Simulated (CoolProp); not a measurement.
Tetrahydrofuran at several states: Z from the reference equation and from simpler models built on Tc = 540.2 K, pc = 5.304 MPa, ω = 0.234; each cubic takes its own stable root.

Values from CoolProp's reference Helmholtz-energy equation of state, Fiedler 2023.

```
T (K)  p (MPa)   phase  reference
-----  -------  ------  ---------
206.6    0.133  liquid   0.005699
304.1     3.65  liquid     0.1185
537      0.019     gas     0.9988
504      0.083     gas     0.9933
227.9   0.0114  liquid  0.0004532
484      0.533     gas     0.9494
```

### Question
How far does each simpler model (van der Waals, Redlich-Kwong, Soave-Redlich-Kwong, Peng-Robinson) lie from the reference over these 6 states: mean and median of the absolute difference, and the worst?

### Answer
- van der Waals: mean 36614.7 %, median 31.2 %, worst +219560.2 % at 227.9 K and 0.0114 MPa
- Redlich-Kwong: mean 5.2 %, median 5.0 %, worst +10.9 % at 206.6 K and 0.133 MPa
- Soave-Redlich-Kwong: mean 4.4 %, median 3.7 %, worst +9.9 % at 206.6 K and 0.133 MPa
- Peng-Robinson: mean 1.6 %, median 1.2 %, worst -4.6 % at 304.1 K and 3.65 MPa

At some of these states van der Waals gives the other phase, because its saturation line lies elsewhere.
